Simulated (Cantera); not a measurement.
Mixture: 5.62 % CO, 7.30 % H₂, 1.63 % CH₄, 18.3 % O₂, 64.0 % N₂, 3.09 % H₂O, equivalence ratio 0.53, at 1000000 Pa, adiabatic and at constant pressure. Ignition delay is the time to a rise of 400 K.

Detailed kinetics in Cantera: GRI-Mech 3.0 (53 species, 325 reactions).

### Question
At T0 = 1525 K, what is the delay, and which 5 reactions control it most (d ln τ / d ln k, from doubling and halving each rate constant)?

### Answer
The delay is 3.61 µs.
```
reaction                d ln τ / d ln k   faster rate
----------------------  ---------------  ------------
H + O2 <=> O + OH                 -1.05   shortens it
H2 + OH <=> H + H2O               -0.33   shortens it
H2 + O <=> H + OH                 -0.28   shortens it
CH4 + OH <=> CH3 + H2O             0.18  lengthens it
CH4 + H <=> CH3 + H2               0.17  lengthens it
```
